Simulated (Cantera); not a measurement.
A perfectly stirred reactor is fed with CH4 : H2O : H2 = 1 : 0.049 : 0.24 (molar parts), at 760 Torr; it is held at 1698 K, and followed from long to short residence time.

Computed with Cantera and GRI-Mech 3.0 (53 species, 325 reactions). GRI-Mech 3.0 stops at C3 and has no aromatics, soot or wall deposition, so with more carbon than oxygen in the feed, carbon stays in small species such as C2H2 where larger ones or solid carbon would form.

x: mole fraction; the columns are a selection and need not sum to one.

```csv
τ (s),x CH4,x H2O,x H2,x O2,x HCO,x CO2
10,0.0395,0.00118,0.744,<1e-12,?,9.60e-6
3.1,0.0454,0.00345,0.739,<1e-12,?,2.53e-5
0.96,0.0611,0.00852,0.724,<1e-12,?,4.71e-5
0.30,0.0960,0.0157,0.693,<1e-12,7.97e-10,4.77e-5
0.092,0.165,0.0220,0.638,<1e-12,4.95e-10,2.44e-5
0.029,0.278,0.0266,0.553,<1e-12,5.36e-10,7.21e-6
0.0089,0.434,0.0307,0.436,<1e-12,7.90e-10,1.16e-6
0.0027,0.594,0.0344,0.316,<1e-12,1.11e-9,1.13e-7
0.00085,0.705,0.0368,0.234,<1e-12,1.19e-9,8.79e-9
```

Some entries are withheld; supply them.


- 10, x HCO: 2.09e-9
- 3.1, x HCO: 1.85e-9
- 0.96, x HCO: 1.37e-9
